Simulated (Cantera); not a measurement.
Charge: 1 mol CH2F2, 0.77 mol CH4, 0.19 mol F2, equilibrated at 2900 Pa.

Equilibrium computed with Cantera from the NASA thermochemical tables; the gas is ideal and each condensed phase is pure. Candidate condensed phases: C, C6H6, C7H8, C8H18; 95 gas species. The numbers say what is thermodynamically allowed, not how fast it happens.

log p: log10 of the partial pressure in bar; n: condensed amount in mol.

| T (°C) | log p HF | log p H2 | log p H | log p C2H2 (acetylene) | log p F | log p C3 | n C(graphite) |
|---|---|---|---|---|---|---|---|
| 802 | -1.73 | -1.98 | -8.82 | -10.10 | <-13 | <-13 | 1.77 |
| 1002 | -1.73 | -1.98 | ___ | ___ | ___ | <-13 | 1.77 |
| 1202 | -1.73 | -1.98 | -5.88 | -7.16 | -10.27 | <-13 | 1.77 |
| 1402 | -1.73 | -1.98 | ___ | ___ | ___ | <-13 | 1.77 |
| 1602 | -1.73 | -1.98 | -4.17 | -5.48 | -7.55 | -11.99 | 1.77 |
| 1802 | -1.73 | -1.99 | -3.57 | -4.89 | -6.57 | -9.78 | 1.77 |
| 2002 | -1.74 | -2.01 | -3.07 | -4.42 | -5.77 | -7.98 | 1.76 |
| 2202 | -1.75 | -2.05 | -2.67 | -4.06 | -5.08 | -6.47 | 1.75 |
| 2402 | -1.77 | -2.14 | -2.35 | -3.80 | -4.48 | -5.20 | 1.72 |
| 2602 | -1.80 | -2.29 | -2.12 | -3.66 | -3.94 | -4.11 | 1.65 |

Problem. Some entries are withheld; supply them.

Solution. 
- 1402, log p H: -4.92
- 1402, log p C2H2 (acetylene): -6.22
- 1402, log p F: -8.75
- 1002, log p H: -7.12
- 1002, log p C2H2 (acetylene): -8.39
- 1002, log p F: -12.27
